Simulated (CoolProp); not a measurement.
A single-stage vapour-compression cycle with isobutane: evaporating at 274.15 K (dew point), condensing at 344.15 K (bubble point), superheat 10 K, subcooling 5 K, compressor efficiency 0.9, no pressure losses. Each further row changes one setting.

Computed with CoolProp (reference Helmholtz-energy equation of state, Bücker 2006).

```tsv
case	cooling COP	pressure ratio	discharge temperature (K)	refrigerating effect (kJ/kg)	volumetric capacity (kJ/m³)
as stated	2.45	6.84	348.4	207	873
evaporating temperature 279.15 K	2.78	5.75	348.2	214	1060
condensing temperature 339.15 K	2.77	6.12	344.1	221	930
subcooling 10 K	2.62	6.84	348.4	221	931
superheat 20 K	2.54	6.84	357.6	224	906
compressor efficiency 0.8	2.18	6.84	353.1	207	873
```
